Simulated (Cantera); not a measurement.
An isothermal, constant-pressure homogeneous reactor starts with H₂ : O₂ : N₂ = 1.8 : 1 : 4.8 (molar parts), equivalence ratio 0.90, at 1050 K and 0.400 bar.

Cantera simulation using the H2/O2 subset of GRI-Mech 3.0, which has no nitrogen chemistry; the numbers are that mechanism's predictions, not measurements. The temperature is held fixed by assumption; the heat of reaction is taken as removed at once.

x: mole fraction; the columns are a selection and need not sum to one.

```
t (s)         x H₂    x O₂      x OH       x O     x HO₂    x H₂O₂       x H
--------  --------  ------  --------  --------  --------  --------  --------
1.00e-6      0.237   0.132    <1e-12    <1e-12  3.36e-11    <1e-12  3.28e-11
3.98e-6      0.237   0.132  3.96e-12  7.75e-12  1.36e-10    <1e-12  1.32e-10
1.58e-5      0.237   0.132  2.95e-11  7.33e-11  5.96e-10    <1e-12  6.97e-10
6.31e-5      0.237   0.132  7.14e-10   1.85e-9   5.62e-9  1.52e-11   1.55e-8
0.000251     0.236   0.131   3.42e-5   7.19e-5   3.21e-5   3.18e-7  0.000605
0.00100    0.00567  0.0177  0.000429  0.000245   1.44e-5   2.86e-6   0.00110
0.00398        [?]  0.0153       [?]       [?]       [?]       [?]       [?]
0.0158    0.000192  0.0150   1.42e-5   9.83e-7   3.56e-6   3.84e-7   1.10e-6
0.0631         [?]  0.0150       [?]       [?]       [?]       [?]       [?]
0.251      1.62e-5  0.0149   9.63e-7   6.56e-9   3.90e-7   6.22e-9   6.68e-9
1.00       1.74e-6  0.0149   5.75e-7  7.94e-10   4.38e-8  5.82e-10  4.39e-10
```

Question: Fill in the missing entries.

Answer: 
- 0.00398, x H₂: 0.000870
- 0.00398, x OH: 6.82e-5
- 0.00398, x O: 1.47e-5
- 0.00398, x HO₂: 8.31e-6
- 0.00398, x H₂O₂: 1.42e-6
- 0.00398, x H: 2.42e-5
- 0.0631, x H₂: 5.51e-5
- 0.0631, x OH: 2.92e-6
- 0.0631, x O: 6.26e-8
- 0.0631, x HO₂: 1.26e-6
- 0.0631, x H₂O₂: 5.07e-8
- 0.0631, x H: 6.67e-8
